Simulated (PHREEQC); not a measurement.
Dissolve 0.02 mol/kgw HNO3, 0.1 mol/kgw KNO3 and 0.016 mol/kgw CuSO4 at 25 °C. Closed to the air; pH follows from the charge balance.

Equilibrium calculation in PHREEQC: ion-association model, wateq4f.dat.

Each row changes one thing in this solution. No solid was allowed to form.

```tsv
case	pH	ionic strength (mol/kgw)	Cu+2 (mol/kgw)	SO4-2 (mol/kgw)	HSO4- (mol/kgw)	CuSO4 (mol/kgw)	SI of Chalcanthite (CuSO4:5H2O)	SI of Tenorite (CuO)
as made	1.89	0.163	0.0137	0.00788	0.00415	0.00232	-2.30	-6.16
CuSO4 from 0.016 to 0.0176 mol/kgw	1.90	0.167	0.0149	0.00865	0.00444	0.00273	-2.23	-6.11
diluted 10-fold with water	2.78	0.0175	0.00146	0.00127	0.000140	0.000138	-3.53	-5.11
CuSO4 from 0.016 to 0.16 mol/kgw	2.24	0.448	0.0928	0.0711	0.0126	0.0672	-0.82	-4.76
HNO3 left out	4.80	0.147	0.0128	0.0106	7.08e-6	0.00314	-2.17	-0.36
diluted 100-fold with water	3.72	0.00182	0.000157	0.000153	2.45e-6	3.38e-6	-5.14	-4.06
```

Some of these states are supersaturated (in Antlerite, Brochantite, for instance).
